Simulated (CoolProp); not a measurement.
The numbers come from the reference Helmholtz-energy equation of state, Zhou 2012 in CoolProp.

### Question
For m-xylene, give the phase and the density (kg/m³), isothermal compressibility (1/MPa), fugacity coefficient at 107.65 °C and 0.167 MPa.

### Answer
- 107.65 °C and 0.167 MPa: liquid; density 786, isothermal compressibility 0.00164, fugacity coefficient 0.237
